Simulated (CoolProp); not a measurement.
Properties of oxygen along the isotherm -167.05 °C.

The numbers come from the reference Helmholtz-energy equation of state, Schmidt 1985 in CoolProp.

| p (MPa) | phase | expansivity (1/kK) | conductivity (mW/(m K)) |
|---|---|---|---|
| 0.0798 | gas | 9.854 | 9.64 |
| 0.135 | gas | 10.18 | 9.72 |
| 0.227 | gas | 10.78 | 9.85 |
| 0.384 | gas | 12.09 | 10.1 |
| 0.647 | liquid | 5.356 | 128 |
| 1.09 | liquid | 5.305 | 128 |
| 1.84 | liquid | 5.223 | 129 |
| 3.11 | liquid | 5.092 | 130 |
| 5.25 | liquid | 4.891 | 132 |
| 8.86 | liquid | 4.602 | 136 |
| 15 | liquid | 4.209 | 141 |
| 25.2 | liquid | 3.731 | 149 |

Thermal conductivity comes from a separate model (Lemmon 2004).
